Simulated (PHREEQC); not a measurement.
NaOH is added in steps, without added water, to 1 kg of water holding 14 mmol/kgw NiCl2 and 38 mmol/kgw H2SO4, at 20 °C. Oxygen alone is held at its pressure in air (log pO2 = -0.68). The system is closed to CO2. Precipitation was switched off in this run.

Base run: PHREEQC, ion-association model, wateq4f.dat. Each further column changes one thing. The table gives pH.

```json
[
 {"NaOH added (mol)": "0", "base": "1.35", "H2SO4 left out": "6.09", "NiCl2 from 0.014 to 0.0014 mol/kgw": "1.37", "solids may form": "1.35"},
 {"NaOH added (mol)": "0.0165", "base": "1.48", "H2SO4 left out": "9.71", "NiCl2 from 0.014 to 0.0014 mol/kgw": "1.50", "solids may form": "1.48"},
 {"NaOH added (mol)": "0.03025", "base": "1.62", "H2SO4 left out": "10.41", "NiCl2 from 0.014 to 0.0014 mol/kgw": "1.64", "solids may form": "1.62"},
 {"NaOH added (mol)": "0.04675", "base": "1.84", "H2SO4 left out": "11.87", "NiCl2 from 0.014 to 0.0014 mol/kgw": "1.87", "solids may form": "1.84"},
 {"NaOH added (mol)": "0.06325", "base": "2.24", "H2SO4 left out": "12.41", "NiCl2 from 0.014 to 0.0014 mol/kgw": "2.27", "solids may form": "2.24"},
 {"NaOH added (mol)": "0.07975", "base": "9.39", "H2SO4 left out": "12.64", "NiCl2 from 0.014 to 0.0014 mol/kgw": "10.71", "solids may form": "6.51"},
 {"NaOH added (mol)": "0.0935", "base": "9.92", "H2SO4 left out": "12.77", "NiCl2 from 0.014 to 0.0014 mol/kgw": "12.17", "solids may form": "6.70"},
 {"NaOH added (mol)": "0.11", "base": "10.75", "H2SO4 left out": "12.88", "NiCl2 from 0.014 to 0.0014 mol/kgw": "12.51", "solids may form": "11.82"}
]
```

In at least one series the solution becomes supersaturated in solids that the run did not let form, among them Ni(OH)2, Ni4(OH)6SO4. The database's Ni(OH)2 is the aged solid; a fresh precipitate is more soluble. Solids allowed in the column 'solids may form': Ni(OH)2, Ni4(OH)6SO4, Halite, Mirabilite, Morenosite.
